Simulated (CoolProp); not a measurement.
Cyclohexane along the isotherm 429.7 K: fugacity coefficient from the reference equation and from simpler models built on Tc = 553.6 K, pc = 4.081 MPa, ω = 0.209; each cubic takes its own stable root.

The numbers come from the reference Helmholtz-energy equation of state, Zhou 2014 in CoolProp.

```json
[
 {"p (MPa)": "0.383", "phase": "gas", "reference": "0.9284", "van der Waals": "0.9495", "Redlich-Kwong": "0.9353", "Soave-Redlich-Kwong": "0.9309", "Peng-Robinson": "0.9268"},
 {"p (MPa)": "0.765", "phase": "liquid", "reference": "0.7290", "van der Waals": "0.8990", "Redlich-Kwong": "0.8711", "Soave-Redlich-Kwong": "0.7367", "Peng-Robinson": "0.7241"},
 {"p (MPa)": "1.15", "phase": "liquid", "reference": "0.4919", "van der Waals": "0.8477", "Redlich-Kwong": "0.6146", "Soave-Redlich-Kwong": "0.4977", "Peng-Robinson": "0.4883"},
 {"p (MPa)": "1.53", "phase": "liquid", "reference": "0.3750", "van der Waals": "0.7349", "Redlich-Kwong": "0.4693", "Soave-Redlich-Kwong": "0.3798", "Peng-Robinson": "0.3720"},
 {"p (MPa)": "1.91", "phase": "liquid", "reference": "0.3046", "van der Waals": "0.6021", "Redlich-Kwong": "0.3819", "Soave-Redlich-Kwong": "0.3089", "Peng-Robinson": "0.3020"},
 {"p (MPa)": "2.3", "phase": "liquid", "reference": "0.2566", "van der Waals": "0.5116", "Redlich-Kwong": "0.3223", "Soave-Redlich-Kwong": "0.2606", "Peng-Robinson": "0.2542"},
 {"p (MPa)": "2.68", "phase": "liquid", "reference": "0.2233", "van der Waals": "0.4489", "Redlich-Kwong": "0.2810", "Soave-Redlich-Kwong": "0.2270", "Peng-Robinson": "0.2211"},
 {"p (MPa)": "3.06", "phase": "liquid", "reference": "0.1983", "van der Waals": "0.4019", "Redlich-Kwong": "0.2499", "Soave-Redlich-Kwong": "0.2018", "Peng-Robinson": "0.1963"},
 {"p (MPa)": "3.44", "phase": "liquid", "reference": "0.1789", "van der Waals": "0.3655", "Redlich-Kwong": "0.2258", "Soave-Redlich-Kwong": "0.1823", "Peng-Robinson": "0.1769"},
 {"p (MPa)": "3.83", "phase": "liquid", "reference": "0.1630", "van der Waals": "0.3357", "Redlich-Kwong": "0.2061", "Soave-Redlich-Kwong": "0.1662", "Peng-Robinson": "0.1611"},
 {"p (MPa)": "4.21", "phase": "liquid", "reference": "0.1503", "van der Waals": "0.3121", "Redlich-Kwong": "0.1904", "Soave-Redlich-Kwong": "0.1535", "Peng-Robinson": "0.1485"},
 {"p (MPa)": "4.59", "phase": "liquid", "reference": "0.1398", "van der Waals": "0.2925", "Redlich-Kwong": "0.1773", "Soave-Redlich-Kwong": "0.1429", "Peng-Robinson": "0.1380"},
 {"p (MPa)": "4.97", "phase": "liquid", "reference": "0.1309", "van der Waals": "0.2760", "Redlich-Kwong": "0.1663", "Soave-Redlich-Kwong": "0.1340", "Peng-Robinson": "0.1291"},
 {"p (MPa)": "5.36", "phase": "liquid", "reference": "0.1231", "van der Waals": "0.2616", "Redlich-Kwong": "0.1566", "Soave-Redlich-Kwong": "0.1261", "Peng-Robinson": "0.1214"},
 {"p (MPa)": "5.74", "phase": "liquid", "reference": "0.1166", "van der Waals": "0.2496", "Redlich-Kwong": "0.1485", "Soave-Redlich-Kwong": "0.1195", "Peng-Robinson": "0.1148"},
 {"p (MPa)": "6.12", "phase": "liquid", "reference": "0.1109", "van der Waals": "0.2391", "Redlich-Kwong": "0.1414", "Soave-Redlich-Kwong": "0.1138", "Peng-Robinson": "0.1091"}
]
```

At some of these states van der Waals, Redlich-Kwong gives the other phase, because its saturation line lies elsewhere.
